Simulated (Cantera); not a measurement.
A perfectly stirred reactor is fed with N₂O : N₂ = 1 : 0.15 (molar parts), at 12.0 Torr; it is held at 1575 K, and followed from long to short residence time.

Model: GRI-Mech 3.0 (53 species, 325 reactions), integrated in Cantera. GRI-Mech 3.0 was tuned for natural gas; its chemistry of N2O as a main component is partial and can be far from experiment. Radical loss at walls, strong at low pressure, is not modelled. The temperature is held fixed by assumption; the heat of reaction is taken as removed at once.

**Question.** What does this change do: temperature 1575 to 1298 K?

**Answer.** 
| quantity | before | after |
|---|---|---|
| x(N₂O) at τ = 7.20 s | 0.0383 | 0.555 |
| x(O) at τ = 7.20 s | 0.000135 | 7.42e-6 |
| x(NO₂) at τ = 7.20 s | 3.86e-5 | 6.25e-6 |
| x(N₂) at τ = 7.20 s | 0.591 | 0.319 |
| x(NO) at τ = 7.20 s | 0.162 | 0.0323 |
| x(N₂O) at τ = 60.0 ms | 0.734 | 0.865 |
| x(O) at τ = 60.0 ms | 0.000141 | 7.40e-6 |
| x(NO₂) at τ = 60.0 ms | 2.53e-6 | 1.38e-8 |
| x(N₂) at τ = 60.0 ms | 0.205 | 0.133 |
| x(NO) at τ = 60.0 ms | 0.0270 | 0.000418 |
The mechanism lacks the step 2 NO + O2 → 2 NO2, which can matter for NO2 below about 1400 K.

**Question.** What does this change do: pressure from 12.0 Torr to 20.0 Torr?

**Answer.** 
| quantity | before | after |
|---|---|---|
| x(N₂O) at τ = 7.20 s | 0.0383 | 0.0242 |
| x(O) at τ = 7.20 s | 0.000135 | 0.000126 |
| x(NO₂) at τ = 7.20 s | 3.86e-5 | 4.96e-5 |
| x(N₂) at τ = 7.20 s | 0.591 | 0.602 |
| x(NO) at τ = 7.20 s | 0.162 | 0.158 |
| x(N₂O) at τ = 60.0 ms | 0.734 | 0.665 |
| x(O) at τ = 60.0 ms | 0.000141 | 0.000141 |
| x(NO₂) at τ = 60.0 ms | 2.53e-6 | 6.72e-6 |
| x(N₂) at τ = 60.0 ms | 0.205 | 0.243 |
| x(NO) at τ = 60.0 ms | 0.0270 | 0.0408 |
